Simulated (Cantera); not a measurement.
**MgO + CH4 + CO (carbothermic reduction)**

Input: 1 mol MgO, 0.41 mol CH4, 0.1 mol CO, equilibrated at 1 atm.

Equilibrium computed with Cantera from the NASA thermochemical tables; the gas is ideal and each condensed phase is pure. Candidate condensed phases: C, C6H6, C7H8, C8H18, H2O, Mg, MgCO3, MgO, Mg(OH)2; 116 gas species. The tables' values for MgH are old estimates; treat these amounts as uncertain. Rates play no part.

```csv
T (°C),x H2,x CO,x Mg,x H,x H2O,n C(graphite),n MgO(s)
1275,0.889,0.109,2.44e-5,2.88e-5,0.000120,0.409,1.000
1375,0.889,0.109,0.000446,8.34e-5,6.40e-5,0.409,1.000
1475,0.880,0.113,0.00560,0.000213,3.75e-5,0.404,0.995
1575,0.812,0.143,0.0433,0.000475,2.66e-5,0.365,0.956
1675,0.555,0.256,0.186,0.000836,2.09e-5,0.132,0.723
1775,0.469,0.293,0.233,0.00152,5.90e-5,0,0.590
1875,0.468,0.293,0.233,0.00283,0.000215,0,0.590
1975,0.466,0.292,0.233,0.00498,0.000693,0,0.588
2075,0.461,0.291,0.234,0.00833,0.00200,0,0.586
2175,0.452,0.289,0.236,0.0133,0.00518,0,0.579
2275,0.436,0.285,0.240,0.0203,0.0120,0,0.564
```
x: gas mole fraction; n: condensed amount in mol.

From 1275 °C to 1675 °C the condensed part is C(graphite) + MgO(s). From 1775 °C to 2275 °C the condensed part is MgO(s). The main Mg-bearing gas is Mg throughout.
